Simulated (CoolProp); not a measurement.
Values from CoolProp's reference Helmholtz-energy equation of state, Lemmon 2016.

Problem. For R365MFC, give the phase and the cv (kJ/(kg K)), expansivity (1/kK) at 500 K and 6530 kPa; 500 K and 22900 kPa.

Solution. 
- 500 K and 6530 kPa: supercritical; cv 1.39, expansivity 14.7
- 500 K and 22900 kPa: supercritical; cv 1.33, expansivity 2.27
